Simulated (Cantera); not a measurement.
Equilibrium for silicon carbide growth: SiHCl3 + C2H2 + H2

Feed: 1 mol SiHCl3, 0.057 mol C2H2, 62 mol H2, held at 0.0133 bar.

These are equilibrium values from Cantera (NASA tables, ideal gas, pure condensed phases), not measurements of a reactor. Candidate condensed phases: C, C6H6, C7H8, C8H18, Si, SiC; 109 gas species. Mutual solubility and eutectic melting of coexisting phases are not modelled. The tables' values for SiCl, SiCl3 are old estimates; treat these amounts as uncertain. Gases not in the tables: Si2H6 and higher silanes. The numbers say what is thermodynamically allowed, not how fast it happens.

```csv
T (°C),x H2,x H,x HCl,x Si,x SiCl4,x Cl,x SiCl2,x SiHCl3,n Si(s),n SiC(s),n Si(l)
627,0.982,1.00e-9,0.00721,<1e-12,0.00764,7.19e-12,7.20e-5,0.00296,0.196,0.114,0
777,0.970,6.92e-8,0.0232,<1e-12,0.00382,1.51e-9,0.00104,0.00166,0.436,0.114,0
927,0.959,1.67e-6,0.0364,1.04e-10,0.000429,5.52e-8,0.00327,0.000307,0.602,0.114,0
1077,0.958,2.02e-5,0.0378,1.50e-8,2.23e-5,6.65e-7,0.00420,3.24e-5,0.604,0.114,0
1227,0.958,0.000149,0.0373,7.89e-7,1.78e-6,4.68e-6,0.00467,4.74e-6,0.583,0.114,0
1377,0.957,0.000770,0.0367,2.01e-5,2.22e-7,2.31e-5,0.00500,9.74e-7,0.561,0.114,0
1527,0.954,0.00303,0.0374,0.000238,3.66e-8,9.10e-5,0.00454,2.34e-7,0,0.114,0.568
1677,0.946,0.00965,0.0381,0.00179,7.52e-9,0.000291,0.00390,6.57e-8,0,0.111,0.479
1827,0.922,0.0259,0.0383,0.00860,1.68e-9,0.000793,0.00293,1.90e-8,0,0.0889,0
1977,0.882,0.0604,0.0404,0.0114,1.98e-10,0.00200,0.000876,2.61e-9,0,0,0
2127,0.818,0.125,0.0382,0.0127,1.90e-11,0.00415,0.000223,3.06e-10,0,0,0
2277,0.717,0.229,0.0330,0.0127,1.68e-12,0.00740,5.29e-5,3.34e-11,0,0,0
```
x: gas mole fraction; n: condensed amount in mol.

From 627 °C to 1377 °C the condensed part is Si(s) + SiC(s). From 1527 °C to 1677 °C the condensed part is Si(l) + SiC(s). At 1827 °C the condensed part is SiC(s). From 1977 °C to 2277 °C nothing is condensed. The main Si-bearing gas is SiCl4 at 627 °C and Si at 2277 °C.
